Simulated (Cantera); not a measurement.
Input: 1 mol PbO, 0.49 mol O₂, 14 mol N₂, held at 1330 Pa.

These are equilibrium values from Cantera (NASA tables, ideal gas, pure condensed phases), not measurements of a reactor. Candidate condensed phases: Pb, PbO, PbO₂, Pb₃O₄; 12 gas species. Gases not in the tables: (PbO)n polymers. The numbers say what is thermodynamically allowed, not how fast it happens.

### Question
Which condensed phases are stable at each of these points (T (°C)): 225, 375, 525, 675, 825, 975, 1125, 1275?

### Answer
```csv
T (°C),condensed phases,Pb condensed (%)
225,PbO(red) + Pb₃O₄(s),100.0
375,PbO(red),100.0
525,PbO(yellow),100.0
675,PbO(yellow),100.0
825,PbO(yellow),99.4
975,PbO(l),80.0
1125,gas only,0.0
1275,gas only,0.0
```

At 225 °C the condensed part is PbO(red) + Pb₃O₄(s). At 375 °C the condensed part is PbO(red). From 525 °C to 825 °C the condensed part is PbO(yellow). At 975 °C the condensed part is PbO(l). From 1125 °C to 1275 °C nothing is condensed.
